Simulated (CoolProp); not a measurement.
Computed with CoolProp (reference Helmholtz-energy equation of state, Lemmon 2016).

Problem. Give the vapour pressure (kPa), vapour density (kg/m³), liquid cp (kJ/(kg K)) of saturated R115 at 259.9 K.

Solution. 
```tsv
T (K)	p (kPa)	vapour density (kg/m³)	liquid cp (kJ/(kg K))
259.9	284	22.3	0.988
```
